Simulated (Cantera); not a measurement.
Mixture: 11.4 % CH₃OH, 18.1 % O₂, 68.0 % N₂, 2.52 % CO₂, at 5250 Torr, adiabatic and at constant pressure. Ignition delay is the time to a rise of 400 K.

Computed with Cantera and GRI-Mech 3.0 (53 species, 325 reactions). GRI-Mech 3.0 was tuned for natural gas; its chemistry of methanol as a main component is partial and can be far from experiment.

Predict: delay at 1123 K; delay at 1223 K; delay at 1323 K; delay at 1423 K; delay at 1523 K; delay at 1623 K; delay at 1723 K; apparent activation energy between 1523 and 1723 K.


| Item | Value |
|---|---|
| delay at 1123 K | 7.79 ms |
| delay at 1223 K | 1.34 ms |
| delay at 1323 K | 0.309 ms |
| delay at 1423 K | 92.0 µs |
| delay at 1523 K | 33.9 µs |
| delay at 1623 K | 14.8 µs |
| delay at 1723 K | 7.31 µs |
| apparent activation energy between 1523 and 1723 K | 170 kJ/mol |
